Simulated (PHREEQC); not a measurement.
A solution holds 0.023 mol/kgw ZnSO4, 0.004 mol/kgw Na2SO4 and 0.033 mol/kgw KCl, at 72 °C. Closed to the air; pH follows from the charge balance.

Model: ion-association model, wateq4f.dat, run in PHREEQC.

The ionic strength comes out as 0.0934 mol/kgw. What activity coefficients do H+, Zn(SO4)2-2, K+, SO4-2, ZnOH+ get?

H+ 0.81, Zn(SO4)2-2 0.35, K+ 0.75, SO4-2 0.35, ZnOH+ 0.77.

This is a speciation only: nothing precipitates in the calculation. Species that the database lacks are ignored. Away from 25 °C the constants follow the database's enthalpies or fits; those with neither stay at their 25 °C values.
